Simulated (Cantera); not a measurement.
**Equilibrium for silicon epitaxy and polysilicon growth: Si3H8 + H2**

Feed: 1 mol Si3H8, 270 mol H2, equilibrated at 1398.15 K and 4.60 mbar.

Equilibrium computed with Cantera from the NASA thermochemical tables; the gas is ideal and each condensed phase is pure. Candidate condensed phases: Si; 9 gas species. The feed counts by its element totals alone. The numbers say what is thermodynamically allowed, not how fast it happens.

```
Property       Result
----------  ---------
x(H2)           1.000
x(H)          6.99e-5
n(Si(s))     3.00 mol
gas amount  274.0 mol
```
